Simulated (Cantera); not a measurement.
What does this Cantera script print?

```python
import numpy as np
import cantera as ct

gas = ct.Solution("gri30.yaml")


def delay(T, t_max=10):
    gas.TPX = T, 500000, {'CO': 1, 'H2': 1.3, 'CH4': 0.63, 'O2': 1.27, 'N2': 4.77}
    reactor = ct.IdealGasReactor(gas, clone=False)
    net = ct.ReactorNet([reactor])
    net.rtol, net.atol = 1e-8, 1e-16
    while net.time < t_max:
        t_old, T_old = net.time, reactor.T
        net.step()
        if reactor.T > T + 400:  # ignition: a rise of 400 K
            return t_old + (T + 400 - T_old) / (reactor.T - T_old) * (net.time - t_old)
    return np.nan


taus = []
for T in [900, 975, 1050, 1125, 1200, 1275, 1350]:
    taus.append(delay(T))
    print(f"T0 = {T:6g} K   tau = {taus[-1]:.4e} s")
```

It prints:

```
T0 =    900 K   tau = 7.5365e-02 s
T0 =    975 K   tau = 8.2946e-03 s
T0 =   1050 K   tau = 1.1513e-03 s
T0 =   1125 K   tau = 3.1463e-04 s
T0 =   1200 K   tau = 1.3934e-04 s
T0 =   1275 K   tau = 7.5842e-05 s
T0 =   1350 K   tau = 4.5315e-05 s
```

Cantera simulation using GRI-Mech 3.0 (53 species, 325 reactions); the numbers are that mechanism's predictions, not measurements. Below about 1000 K GRI-Mech 3.0 lacks low-temperature oxidation paths. Below about 950 K walls govern HO2 and H2O2 in real vessels.
